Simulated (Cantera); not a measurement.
Low-pressure radical oxidation in H2/O2

An isothermal, constant-pressure homogeneous reactor starts with 9.91 % H2, 90.1 % O2, equivalence ratio 0.055, at 1075 K and 0.0267 bar.

Computed with Cantera and the H2/O2 subset of GRI-Mech 3.0, which has no nitrogen chemistry. Radical loss at walls, strong at low pressure, is not modelled. The temperature is held fixed by assumption; the heat of reaction is taken as removed at once.

```tsv
t (s)	x H2	x O2	x HO2	x H2O2	x O	x H2O
6.00e-5	0.0991	0.901	7.05e-10	<1e-12	3.38e-10	2.47e-10
0.000191	0.0991	0.901	2.31e-9	1.03e-12	4.08e-9	6.21e-9
0.000605	0.0991	0.901	2.71e-8	1.78e-11	8.24e-7	1.63e-6
0.00192	0.0101	0.853	1.66e-5	6.66e-7	0.0299	0.0726
0.00610	0.00115	0.881	1.46e-5	4.31e-7	0.0121	0.0988
0.0194	0.000132	0.894	6.59e-6	3.46e-7	0.00141	0.104
0.0615	1.19e-5	0.896	1.51e-6	1.67e-7	0.000135	0.104
0.195	1.38e-6	0.896	2.81e-7	6.05e-8	1.77e-5	0.104
0.620	2.30e-7	0.896	5.98e-8	2.04e-8	3.29e-6	0.104
1.97	5.00e-8	0.896	1.51e-8	6.78e-9	7.65e-7	0.104
6.25	1.28e-8	0.896	4.73e-9	2.22e-9	2.03e-7	0.104
19.8	3.62e-9	0.896	2.42e-9	7.24e-10	5.85e-8	0.104
63.0	1.14e-9	0.896	2.55e-9	2.49e-10	1.86e-8	0.104
200	5.33e-10	0.896	3.32e-9	1.23e-10	8.61e-9	0.104
```
x: mole fraction; the columns are a selection and need not sum to one.

Equilibrium at this temperature and pressure: H2 4.76e-10, O2 0.896, HO2 3.48e-9, H2O2 1.11e-10, O 7.65e-9, H2O 0.104 (gas phase only).
